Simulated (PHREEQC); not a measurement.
Synthetic water in mmol/kgw, 20 °C, pH 7.22, pe 11.8:

```csv
constituent,mmol/kgw
Na,2.76
K,0.266
Ca,2.04
Mg,2.2
Cl,2.79
S(6),2.78
Alkalinity (meq/kgw),3.41
O(0) (counted as O atoms),0.00852
B,0.0262
```

Na is adjusted to close the charge balance.
Valence states are taken as typed.

The numbers come from PHREEQC with the ion-association model, wateq4f.dat.

No solid was allowed to form.

Predict the ionic strength.

ionic strength 0.0162 mol/kgw.

In which forms is Ca present?

Ca+2 85 %, CaSO4 13 %, CaHCO3+ 2.0 % of the Ca.

Species that the database lacks are ignored.
